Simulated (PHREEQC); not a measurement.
Consider water at 20 °C with 6.8 mmol/kgw HBr and 120 mmol/kgw CaCl2. It is in equilibrium with CO2 at log p = -3.5 (atm). Otherwise closed; pH follows from the charge balance.

All values are PHREEQC results (ion-association model, phreeqc.dat), not measurements.

| Property | Result |
|---|---|
| pH | 2.28 |
| ionic strength | 0.367 mol/kgw |
| activity of water | 0.994 |
| specific conductance | 20900 µS/cm |
| density | 1.009 g/cm³ |
| total alkalinity | -6.80 meq/kg |

| species | molality | activity | log γ |
|---|---|---|---|
| Cl- | 0.240 | 0.162 | -0.172 |
| Ca+2 | 0.120 | 0.0335 | -0.554 |
| H+ | 0.00680 | 0.00528 | -0.110 |
| Br- | 0.00680 | 0.00437 | -0.192 |
| CO2 | 1.14e-5 | 1.24e-5 | 0.037 |
| HCO3- | 1.36e-9 | 9.68e-10 | -0.148 |

No solid was allowed to form. Complexes and solids missing from the database can't appear.
